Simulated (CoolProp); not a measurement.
A closed Brayton cycle with dry air: compressor inlet 310.15 K and 7.3 MPa, high pressure 20.3 MPa, turbine inlet 780 K, compressor efficiency 0.8, turbine efficiency 0.93, recuperator effectiveness 0.8 (on enthalpy, no pinch check). Each further row changes one setting.

Model: reference Helmholtz-energy equation of state, Lemmon 2000, in CoolProp. It is a pseudo-pure fit of the blend.

```tsv
case	thermal efficiency (%)	net work (kJ/kg)	compressor to turbine work	compressor exit (K)	turbine exit (K)
as stated	24.8	58.4	0.70	442.5	605.3
turbine inlet 730 K	21.3	45.8	0.75	442.5	564.8
compressor inlet 320.15 K	23.1	53.6	0.73	456.7	605.3
high pressure 17.3 MPa	25.4	55.6	0.67	419.2	630.0
recuperator effectiveness 0.5	20.3	58.4	0.70	442.5	605.3
```
